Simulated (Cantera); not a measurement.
Cantera run:

```python
import numpy as np
import cantera as ct

gas_names = """
    H HO2 H2 H2O H2O2 O OH O2 O3 V VO VO2
""".split()
cond_names = """
    H2O(s) H2O(L) V(cr) V(L) VO(s) VO(L) V2O3(s) V2O3(L) V2O4(I) V2O4(II) V2O4(L) V2O5(s) V2O5(L)
""".split()


# ... load() reads the species with a 1 bar reference pressure and builds the phases ...
atoms = {
    'V2O3': {'V': 2, 'O': 3},
    'H2': {'H': 2},
}
top_T = {}  # K; cautious upper limits of use, not melting points


# ... equilibrate(T, P, feed) seeds the gas with the atoms and calls Mixture.equilibrate('TP', solver="vcs", rtol=1e-11, max_steps=5000) ...
results = []
feed = {'V2O3': 1, 'H2': 61}  # mol
T = 1823  # K
P = 1333.22  # Pa
mix = equilibrate(T, P, feed)
results.append((T, P, feed, dict(zip(mix.species_names, mix.species_moles))))
x = sorted(zip(gas.X, gas.species_names), reverse=True)
print(f"T = {T:g} K  P = {P:g} Pa  gas = {mix.phase_moles(0):.4g} mol")
print("   x: " + "  ".join(f"{s} {v:.3e}" for v, s in x if v > 1e-05))
print("   condensed (mol): " + ("  ".join(f"{mix.phase(i).name} {mix.phase_moles(i):.4g}"
      for i in range(1, mix.n_phases) if mix.phase_moles(i) > 1e-12) or "none"))
```

Output:

```
T = 1823 K  P = 1333.22 Pa  gas = 61.12 mol
   x: H2 9.806e-01  H2O 1.566e-02  H 3.716e-03  VO2 4.890e-05
   condensed (mol): VO(s) 1.917  V2O3(s) 0.03994
```

These are equilibrium values from Cantera (NASA tables, ideal gas, pure condensed phases), not measurements of a reactor. Mutual solubility and eutectic melting of coexisting phases are not modelled. VO: taken at fixed stoichiometry. Condensed phases not in the tables: the oxides between V2O3 and V2O5 other than VO2.
